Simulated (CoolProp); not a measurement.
Computed with CoolProp (reference Helmholtz-energy equation of state, Schroeder 2014).

Question: Give the vapour pressure (bar), liquid density (kg/m³), liquid cp (kJ/(kg K)), surface tension (mN/m) of saturated ethanol at 50.85, 58.45, 66.15 °C.

Answer: 
| T (°C) | p (bar) | liquid density (kg/m³) | liquid cp (kJ/(kg K)) | surface tension (mN/m) |
|---|---|---|---|---|
| 50.85 | 0.306 | 762 | 2.66 | 19.4 |
| 58.45 | 0.436 | 755 | 2.73 | 18.6 |
| 66.15 | 0.612 | 748 | 2.80 | 17.9 |

Surface tension comes from a separate correlation (Mulero 2012).
